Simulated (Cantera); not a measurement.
A jet of 2.99 % CH₄, 12.8 % O₂, 84.2 % N₂ at 300 K and 0.0270 bar hits a platinum plate 7.1 cm away at a mass flux of 0.024 kg/m²/s; the plate temperature is set and raised in steps from an oxygen-covered start.

Computed with Cantera and Deutschmann's 1995 Pt surface mechanism with GRI-Mech 3.0 gas chemistry. Catalytic surfaces can have several steady states; this one follows from the mechanism file's or the stated starting coverage.

One state of this run: wall x CH₄ = 0.00974; wall x O₂ = 0.0853; wall x H₂O = 0.0373; wall x OH = 9.20e-7; wall x CO = 1.15e-5; wall x CO₂ = 0.0244; θ free Pt = 0.496; θ O* = 0.503. x: mole fraction at the wall; θ: surface coverage.

Task: Which value of plate T (K) does it belong to?
(A) 1300
(B) 1000
(C) 1100
(D) 1050

Result: D, 1050
